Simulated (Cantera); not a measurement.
A perfectly stirred reactor is fed with 8.18 % CH4, 19.1 % O2, 72.8 % N2, at 0.230 bar; it is adiabatic with a 325 K inlet, and is followed from long to short residence time, starting on the burning branch (τ in s: 0.49, 0.19, 0.075, 0.029, 0.012, 0.0045, 0.0018, 0.0007, 0.00027, 0.00011, 4.2e-05).

Computed with Cantera and GRI-Mech 3.0 (53 species, 325 reactions).

One state of this run: T (K) = 1807; x CH4 = 9.14e-5; x O2 = 0.0370; x NO = 3.76e-5; x CH3 = 2.06e-5; x HO2 = 3.50e-6. x: mole fraction; the columns are a selection and need not sum to one.

Q: Which value of τ (s) does it belong to?
A) 4.2e-5
B) 0.00011
C) 0.0045
D) 0.49

A: C, 0.0045
